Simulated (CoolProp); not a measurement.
The fluid at 293.15 K and 4.58 MPa is throttled through a valve to 0.159 MPa with no heat exchange. The same conditions are run with several fluids, on thermodynamics alone (safety and materials aside).

Values from CoolProp's reference Helmholtz-energy equation of state of each fluid (oxygen: Schmidt 1985; fluorine: de Reuck 1990; ethylene: Smukala 2000; methane: Setzmann 1991).

Task: Rank oxygen, fluorine, ethylene, methane by temperature change (K), highest first.

Result: fluorine (-8.7), oxygen (-12.2), methane (-20.9), ethylene (-71.6)

| fluid | final density (kg/m³) |
|---|---|
| oxygen | 2.18 |
| fluorine | 2.56 |
| ethylene | 2.48 |
| methane | 1.13 |
